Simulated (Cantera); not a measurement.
An adiabatic, constant-pressure homogeneous reactor starts with CO : H2 : CH4 : O2 : N2 : CO2 = 1 : 0.14 : 0.84 : 5.36 : 20.1 : 3.9 (molar parts), equivalence ratio 0.42, at 1598 K and 8250 Torr. Integrator tolerance rtol = 1e-08.

Detailed kinetics in Cantera: GRI-Mech 3.0 (53 species, 325 reactions).

Problem. What does this change do: CH4 0.84 to 1.5 parts?

Solution. 
```
quantity                                                              before                                    after
---------------------------------  -----------------------------------------  ---------------------------------------
time of steepest temperature rise                                    38.1 µs                                  55.8 µs
temperature at 0.400 s                                                2322 K                                   2576 K
equilibrium temperature                                               2322 K                                   2576 K
x(CO) at 0.400 s                     0.00239 (gas-phase equilibrium 0.00239)    0.0133 (gas-phase equilibrium 0.0133)
x(H2) at 0.400 s                   0.000132 (gas-phase equilibrium 0.000132)  0.00104 (gas-phase equilibrium 0.00104)
x(CH4) at 0.400 s                      <1e-12 (gas-phase equilibrium <1e-12)    <1e-12 (gas-phase equilibrium <1e-12)
x(NO) at 0.400 s                       0.0101 (gas-phase equilibrium 0.0101)    0.0120 (gas-phase equilibrium 0.0120)
x(C2H2) at 0.400 s                     <1e-12 (gas-phase equilibrium <1e-12)    <1e-12 (gas-phase equilibrium <1e-12)
```

Problem. What does this change do: constant volume in place of constant pressure?

Solution. 
```tsv
quantity	before	after
time of steepest temperature rise	38.1 µs	36.3 µs
temperature at 0.400 s	2322 K	2460 K
equilibrium temperature	2322 K	2460 K
x(CO) at 0.400 s	0.00239 (gas-phase equilibrium 0.00239)	0.00432 (gas-phase equilibrium 0.00432)
x(H2) at 0.400 s	0.000132 (gas-phase equilibrium 0.000132)	0.000222 (gas-phase equilibrium 0.000222)
x(CH4) at 0.400 s	<1e-12 (gas-phase equilibrium <1e-12)	<1e-12 (gas-phase equilibrium <1e-12)
x(NO) at 0.400 s	0.0101 (gas-phase equilibrium 0.0101)	0.0131 (gas-phase equilibrium 0.0131)
x(C2H2) at 0.400 s	<1e-12 (gas-phase equilibrium <1e-12)	<1e-12 (gas-phase equilibrium <1e-12)
```

Problem. What does this change do: CO 1 to 1.7 parts?

Solution. 
```json
[
 {"quantity": "time of steepest temperature rise", "before": "38.1 µs", "after": "36.0 µs"},
 {"quantity": "temperature at 0.400 s", "before": "2322 K", "after": "2425 K"},
 {"quantity": "equilibrium temperature", "before": "2322 K", "after": "2425 K"},
 {"quantity": "x(CO) at 0.400 s", "before": "0.00239 (gas-phase equilibrium 0.00239)", "after": "0.00515 (gas-phase equilibrium 0.00515)"},
 {"quantity": "x(H2) at 0.400 s", "before": "0.000132 (gas-phase equilibrium 0.000132)", "after": "0.000240 (gas-phase equilibrium 0.000240)"},
 {"quantity": "x(CH4) at 0.400 s", "before": "<1e-12 (gas-phase equilibrium <1e-12)", "after": "<1e-12 (gas-phase equilibrium <1e-12)"},
 {"quantity": "x(NO) at 0.400 s", "before": "0.0101 (gas-phase equilibrium 0.0101)", "after": "0.0115 (gas-phase equilibrium 0.0115)"},
 {"quantity": "x(C2H2) at 0.400 s", "before": "<1e-12 (gas-phase equilibrium <1e-12)", "after": "<1e-12 (gas-phase equilibrium <1e-12)"}
]
```
